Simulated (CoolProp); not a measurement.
Vapour-liquid equilibrium of methanol (1) + toluene (2) at 129.95 °C; x and y are mole fractions of (1).

Values from CoolProp's multi-fluid Helmholtz-energy mixture model, de Reuck 1993 and Lemmon 2006; pair parameters Bell 2016.

```csv
x,"bubble pressure, mixture model (kPa)","bubble pressure, Raoult's law (kPa)","y, mixture model","y, Raoult's law"
0.05,318.0,203.8,0.458,0.206
0.2,549.1,304.4,0.695,0.552
0.35,639.3,404.9,0.749,0.727
0.5,690.1,505.5,0.781,0.832
0.65,735.6,606.1,0.819,0.902
0.8,783.0,706.6,0.876,0.952
0.95,827.8,807.2,0.964,0.989
```

The largest gap from Raoult's law is +80.4 % in bubble pressure, at x = 0.2. No azeotrope shows between x = 0.05 and 0.95.

The pair parameters rest on a limited set of measurements; away from them the model extrapolates. With so large a gap from Raoult's law the liquid may split in two, which this calculation doesn't test in full.
